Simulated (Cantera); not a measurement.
Input (Python, Cantera):

```python
import numpy as np
import cantera as ct

gas = ct.Solution("gri30.yaml")
gas.TPX = 423, 960000, {'CH4': 1, 'C2H6': 0.52, 'C3H8': 0.067, 'O2': 3.78, 'N2': 16.6, 'CO2': 0.75}
flame = ct.FreeFlame(gas, width=0.0082)
flame.set_refine_criteria(ratio=3, slope=0.08, curve=0.16)
flame.transport_model = "mixture-averaged"
flame.solve(loglevel=0, auto=True)
z, T = flame.grid, flame.T
thick = (T[-1] - T[0]) / np.gradient(T, z).max()
show = ['CH4', 'C2H6', 'C3H8', 'O', 'N2O', 'NO2']
print(f"laminar burning velocity  {flame.velocity[0] * 100:.3f} cm/s")
print(f"burnt temperature         {T[-1]:.1f} K")
print(f"thermal thickness         {thick * 1e3:.4f} mm")
print(f"grid points               {len(z)}")
z0 = z[flame.heat_release_rate.argmax()]
print(f"{'z/mm':>9s}{'T/K':>9s}{'u/(m/s)':>9s}" + "".join(f"{s:>11s}" for s in show))
rows = []
for k in (-3, -2, -1.5, -1, -0.5, -0.25, 0, 0.25, 0.5, 1, 2, 4, 8):
    zz = z0 + k * thick
    rows.append([k * thick, np.interp(zz, z, T), np.interp(zz, z, flame.velocity),
                 *(np.interp(zz, z, flame.X[gas.species_index(s)]) for s in show)])
    print(f"{rows[-1][0] * 1e3:9.3f}{rows[-1][1]:9.1f}{rows[-1][2]:9.3f}" + "".join(f"{x:11.3e}" for x in rows[-1][3:]))
```

It prints:

```
laminar burning velocity  18.589 cm/s
burnt temperature         2102.1 K
thermal thickness         0.1077 mm
grid points               139
     z/mm      T/K  u/(m/s)        CH4       C2H6       C3H8          O        N2O        NO2
   -0.323    424.3    0.187  4.391e-02  2.286e-02  2.946e-03  1.528e-18  3.059e-11  5.044e-09
   -0.215    431.1    0.190  4.360e-02  2.280e-02  2.941e-03  2.629e-16  2.541e-10  3.731e-08
   -0.162    455.3    0.201  4.272e-02  2.261e-02  2.929e-03  1.347e-14  1.440e-09  1.851e-07
   -0.108    585.9    0.261  3.866e-02  2.126e-02  2.829e-03  2.540e-12  1.210e-08  1.225e-06
   -0.054   1054.4    0.478  2.502e-02  1.303e-02  1.874e-03  1.021e-07  7.931e-08  3.831e-06
   -0.027   1450.4    0.664  1.334e-02  4.186e-03  5.479e-04  1.093e-05  1.624e-07  1.269e-06
    0.000   1812.5    0.833  2.834e-03  1.073e-04  3.692e-06  1.308e-04  2.569e-07  6.269e-08
    0.027   1964.1    0.899  1.308e-04  1.096e-07  6.852e-11  3.299e-04  2.957e-07  2.328e-08
    0.054   2016.3    0.919  4.054e-06  1.246e-10  2.118e-15  2.905e-04  2.752e-07  2.061e-08
    0.108   2059.6    0.936  1.198e-08  1.500e-15  1.924e-22  1.367e-04  1.928e-07  1.494e-08
    0.215   2085.3    0.947  1.853e-11  3.443e-19  2.962e-28  4.285e-05  1.025e-07  8.707e-09
    0.431   2097.0    0.952  1.455e-13  9.548e-22  5.361e-33  1.067e-05  4.341e-08  4.334e-09
    0.862   2101.1    0.953  1.201e-13  9.094e-24  3.141e-35  3.220e-06  1.930e-08  2.362e-09
```

Computed with Cantera and GRI-Mech 3.0 (53 species, 325 reactions). Burning velocities carry a grid error of a few per cent, more on coarse grids.
